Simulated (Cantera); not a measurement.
Mixture: H2 : O2 : N2 = 1 : 0.238 : 1.24 (molar parts), at 560000 Pa, adiabatic and at constant volume. Ignition delay is the time to a rise of 400 K.

Detailed kinetics in Cantera: GRI-Mech 3.0 (53 species, 325 reactions). The hydrogen kinetics of GRI-Mech 3.0 are dated; newer H2 mechanisms differ, most at raised pressure. Where the delays flatten at high temperature, the 400 K rule measures the pace of heat release, not the induction time.

Task: What does this change do: constant pressure in place of constant volume?

Result: 
| quantity | before | after |
|---|---|---|
| delay at 1000 K | 8.43 ms | 9.07 ms |
| delay at 1200 K | 21.8 µs | 22.5 µs |
| delay at 1400 K | 4.58 µs | 4.84 µs |
| delay at 1600 K | 2.30 µs | 2.53 µs |
| delay at 1800 K | 1.53 µs | 1.80 µs |
